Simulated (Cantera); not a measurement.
Mixture: C3H8 : O2 : N2 = 1 : 3.12 : 10 (molar parts), equivalence ratio 1.6, at 0.424 atm, adiabatic and at constant pressure. Ignition delay is the time to a rise of 400 K.

Detailed kinetics in Cantera: GRI-Mech 3.0 (53 species, 325 reactions). GRI-Mech 3.0 was tuned for natural gas; its chemistry of propane as a main component is partial and can be far from experiment.

Question: What does this change do: O2 3.12 to 2.2 parts?

Answer: 
```csv
quantity,before,after
delay at 1150 K,24.5 ms,30.4 ms
delay at 1250 K,3.26 ms,4.16 ms
delay at 1350 K,0.675 ms,0.890 ms
delay at 1450 K,0.209 ms,0.284 ms
delay at 1550 K,89.0 µs,0.124 ms
apparent activation energy between 1450 and 1550 K,160 kJ/mol,150 kJ/mol
```
